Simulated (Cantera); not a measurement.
Input: 1 mol CH₄, 0.046 mol O₂, at 0.0133 bar.

Cantera equilibrium calculation (NASA polynomials, part measured and part estimated; ideal gas, pure solids and liquids). Candidate condensed phases: C, C₆H₆, C₇H₈, C₈H₁₈, H₂O; 110 gas species. Equilibrium is a limit: real reactors are often held back by kinetics, nucleation or transport.

Question: What share of the C ends up in condensed phases as a function of T (°C), at 1802, 1877, 1952, 2027, 2102, 2177, 2252?

Answer: 
```
T (°C)  C condensed (%)           as
------  ---------------  -----------
1802               90.3  C(graphite)
1877               90.0  C(graphite)
1952               89.7  C(graphite)
2027               89.1  C(graphite)
2102               88.4  C(graphite)
2177               87.6  C(graphite)
2252               86.5  C(graphite)
```
